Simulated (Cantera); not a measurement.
Equilibrium for iron carbonyl, mercury and lead vapours: Hg + H2

A closed system holds: 1 mol Hg, 4.5 mol H2, equilibrated at 1400 K and 0.0100 bar.

These are equilibrium values from Cantera (NASA tables, ideal gas, pure condensed phases), not measurements of a reactor. Candidate condensed phases: Hg; 3 gas species. Kinetics and transport are ignored.

```yaml
x(H2): 0.818
x(Hg): 0.182
x(H): 4.40e-5
gas_amount: 5.500 mol
log10 activity of Hg(l) (absent): -5.35
```
